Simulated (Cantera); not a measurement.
An adiabatic, constant-pressure homogeneous reactor starts with CH4 : O2 : N2 : CO2 = 1 : 2.06 : 7.75 : 0.27 (molar parts), at 1750 K and 4.93 atm. Integrator tolerance rtol = 1e-08.

Detailed kinetics in Cantera: GRI-Mech 3.0 (53 species, 325 reactions).

Q: What does this change do: O2 2.06 to 0.62 parts?

A: 
```tsv
quantity	before	after
time of steepest temperature rise	41.6 µs	0.159 ms
temperature at 0.700 s	2897 K	1955 K
equilibrium temperature	2897 K	1955 K
x(CH4) at 0.700 s	<1e-12 (gas-phase equilibrium <1e-12)	1.27e-8 (gas-phase equilibrium 1.31e-8)
x(O2) at 0.700 s	0.0221 (gas-phase equilibrium 0.0221)	6.48e-10 (gas-phase equilibrium 6.47e-10)
x(CO2) at 0.700 s	0.0654 (gas-phase equilibrium 0.0654)	0.00683 (gas-phase equilibrium 0.00683)
x(NO2) at 0.700 s	5.66e-6 (gas-phase equilibrium 5.66e-6)	<1e-12 (gas-phase equilibrium <1e-12)
x(OH) at 0.700 s	0.0194 (gas-phase equilibrium 0.0194)	5.12e-6 (gas-phase equilibrium 5.12e-6)
x(C2H6) at 0.700 s	<1e-12 (gas-phase equilibrium <1e-12)	<1e-12 (gas-phase equilibrium <1e-12)
```

Q: What does this change do: pressure from 4.93 atm to 0.740 atm?

A: 
| quantity | before | after |
|---|---|---|
| time of steepest temperature rise | 41.6 µs | 0.205 ms |
| temperature at 0.700 s | 2897 K | 2753 K |
| equilibrium temperature | 2897 K | 2753 K |
| x(CH4) at 0.700 s | <1e-12 (gas-phase equilibrium <1e-12) | <1e-12 (gas-phase equilibrium <1e-12) |
| x(O2) at 0.700 s | 0.0221 (gas-phase equilibrium 0.0221) | 0.0267 (gas-phase equilibrium 0.0267) |
| x(CO2) at 0.700 s | 0.0654 (gas-phase equilibrium 0.0654) | 0.0577 (gas-phase equilibrium 0.0577) |
| x(NO2) at 0.700 s | 5.66e-6 (gas-phase equilibrium 5.66e-6) | 2.42e-6 (gas-phase equilibrium 2.42e-6) |
| x(OH) at 0.700 s | 0.0194 (gas-phase equilibrium 0.0194) | 0.0223 (gas-phase equilibrium 0.0223) |
| x(C2H6) at 0.700 s | <1e-12 (gas-phase equilibrium <1e-12) | <1e-12 (gas-phase equilibrium <1e-12) |
